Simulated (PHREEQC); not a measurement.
Consider water at 25 °C with 9.9 mmol/kgw HBr and 110 mmol/kgw ZnSO4. Closed to the air; pH follows from the charge balance.

The numbers come from PHREEQC with the ion-association model, phreeqc.dat.

Question: The ionic strength comes out as 0.229 mol/kgw. What activity coefficients do Zn+2, SO4-2, Br-, ZnBr+, HSO4- get?

Answer: Zn+2 0.28, SO4-2 0.28, Br- 0.68, ZnBr+ 0.74, HSO4- 0.74.

Precipitation was switched off in this run. Species that the database lacks are ignored.
